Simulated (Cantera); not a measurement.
Cantera run:

```python
import numpy as np
import cantera as ct

gas_names = """
    C CN CO CO2 C2 CCN CNC C2N2 C2O C3 C3O2 C4 C4N2 C5 Cu CuO Cu2 N NCO NO NO2 NO3 N2 N2O O O2 O3
""".split()
cond_names = """
    C(gr) Cu(cr) Cu(L) CuO(s) Cu2O(s) Cu2O(L)
""".split()


# ... load() reads the species with a 1 bar reference pressure and builds the phases ...
atoms = {
    'Cu2O': {'Cu': 2, 'O': 1},
    'CO': {'C': 1, 'O': 1},
    'N2': {'N': 2},
}
top_T = {'C(gr)': 4500, 'CuO(s)': 1390}  # K; cautious upper limits of use, not melting points


# ... equilibrate(T, P, feed) seeds the gas with the atoms and calls Mixture.equilibrate('TP', solver="vcs", rtol=1e-11, max_steps=5000) ...
results = []
feed = {'Cu2O': 1, 'CO': 1.3, 'N2': 6.5}  # mol
P = 33  # Pa
for T in [875, 1075, 1275, 1475, 1675, 1875, 2075, 2275, 2475]:
    mix = equilibrate(T, P, feed)
    results.append((T, P, feed, dict(zip(mix.species_names, mix.species_moles))))
    x = sorted(zip(gas.X, gas.species_names), reverse=True)
    print(f"T = {T:g} K  P = {P:g} Pa  gas = {mix.phase_moles(0):.4g} mol")
    print("   x: " + "  ".join(f"{s} {v:.3e}" for v, s in x if v > 0.0001))
    print("   condensed (mol): " + ("  ".join(f"{mix.phase(i).name} {mix.phase_moles(i):.4g}"
          for i in range(1, mix.n_phases) if mix.phase_moles(i) > 1e-12) or "none"))
```

Result:

```
T = 875 K  P = 33 Pa  gas = 7.8 mol
   x: N2 8.333e-01  CO2 1.282e-01  CO 3.846e-02
   condensed (mol): Cu(cr) 2
T = 1075 K  P = 33 Pa  gas = 7.8 mol
   x: N2 8.333e-01  CO2 1.282e-01  CO 3.846e-02
   condensed (mol): Cu(cr) 2
T = 1275 K  P = 33 Pa  gas = 7.802 mol
   x: N2 8.331e-01  CO2 1.282e-01  CO 3.845e-02  Cu 2.624e-04
   condensed (mol): Cu(cr) 1.998
T = 1475 K  P = 33 Pa  gas = 7.929 mol
   x: N2 8.198e-01  CO2 1.261e-01  CO 3.784e-02  Cu 1.624e-02
   condensed (mol): Cu(L) 1.871
T = 1675 K  P = 33 Pa  gas = 9.8 mol
   x: N2 6.632e-01  Cu 2.038e-01  CO2 1.018e-01  CO 3.086e-02  Cu2 1.282e-04
   condensed (mol): none
T = 1875 K  P = 33 Pa  gas = 9.843 mol
   x: N2 6.600e-01  Cu 2.031e-01  CO2 9.350e-02  CO 3.857e-02  O2 3.345e-03  O 7.658e-04  NO 6.131e-04
   condensed (mol): none
T = 2075 K  P = 33 Pa  gas = 10.03 mol
   x: N2 6.469e-01  Cu 1.993e-01  CO 6.833e-02  CO2 6.128e-02  O2 1.425e-02  O 7.661e-03  NO 2.206e-03
   condensed (mol): none
T = 2275 K  P = 33 Pa  gas = 10.34 mol
   x: N2 6.270e-01  Cu 1.935e-01  CO 1.009e-01  O 3.175e-02  CO2 2.486e-02  O2 1.810e-02  NO 3.899e-03
   condensed (mol): none
T = 2475 K  P = 33 Pa  gas = 10.62 mol
   x: N2 6.101e-01  Cu 1.883e-01  CO 1.163e-01  O 6.629e-02  O2 8.858e-03  CO2 6.164e-03  NO 3.975e-03
   condensed (mol): none
```

Equilibrium computed with Cantera from the NASA thermochemical tables; the gas is ideal and each condensed phase is pure.
